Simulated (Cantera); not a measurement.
A Cantera script and its output.

```python
import numpy as np
import cantera as ct

gas = ct.Solution("h2o2.yaml")
gas.TPX = 1150, 2666, {'H2': 0.21, 'O2': 1}
inlet = ct.Reservoir(gas, clone=True)

reactor = ct.IdealGasConstPressureReactor(gas, energy="off", clone=False)
exhaust = ct.Reservoir(gas, clone=True)
tau = [1.8, 0.76, 0.32, 0.14, 0.057, 0.024, 0.01, 0.0043, 0.0018, 0.00078][0]
for a, b in ((inlet, reactor), (reactor, exhaust)):
    ct.MassFlowController(a, b, mdot=lambda t: reactor.mass / tau)
net = ct.ReactorNet([reactor])
show = ['H2', 'O2', 'H2O', 'O', 'HO2', 'H2O2']

rows = []
print(f"{'tau/s':>10s}{'T/K':>9s}" + "".join(f"{s:>11s}" for s in show))
for tau in [1.8, 0.76, 0.32, 0.14, 0.057, 0.024, 0.01, 0.0043, 0.0018, 0.00078]:
    net.initial_time = 0.0
    net.advance(30 * tau)
    before = gas.X
    net.advance(40 * tau)
    drift = np.max(np.abs(gas.X - before) / (gas.X + 1e-9))
    rows.append([gas.T, *gas[show].X, drift])
    print(f"{tau:10.3e}{gas.T:9.1f}" + "".join(f"{x:11.3e}" for x in gas[show].X))
```

It prints:

```
     tau/s      T/K         H2         O2        H2O          O        HO2       H2O2
 1.800e+00   1150.0  2.755e-04  8.089e-01  1.892e-01  6.943e-04  4.986e-06  3.798e-07
 7.600e-01   1150.0  4.735e-04  8.083e-01  1.887e-01  1.227e-03  7.051e-06  4.731e-07
 3.200e-01   1150.0  8.082e-04  8.073e-01  1.879e-01  2.156e-03  9.507e-06  5.727e-07
 1.400e-01   1150.0  1.335e-03  8.055e-01  1.866e-01  3.660e-03  1.207e-05  6.671e-07
 5.700e-02   1150.0  2.283e-03  8.024e-01  1.842e-01  6.407e-03  1.483e-05  7.600e-07
 2.400e-02   1150.0  3.793e-03  7.973e-01  1.800e-01  1.073e-02  1.715e-05  8.292e-07
 1.000e-02   1150.0  6.281e-03  7.891e-01  1.726e-01  1.737e-02  1.880e-05  8.682e-07
 4.300e-03   1150.0  1.011e-02  7.779e-01  1.609e-01  2.585e-02  1.942e-05  8.747e-07
 1.800e-03   1150.0  1.647e-02  7.652e-01  1.437e-01  3.447e-02  1.901e-05  8.732e-07
 7.800e-04   1150.0  2.687e-02  7.579e-01  1.237e-01  3.836e-02  1.792e-05  9.048e-07
```

Model: the H2/O2 subset of GRI-Mech 3.0, which has no nitrogen chemistry, integrated in Cantera. Radical loss at walls, strong at low pressure, is not modelled. The temperature is held fixed by assumption; the heat of reaction is taken as removed at once.
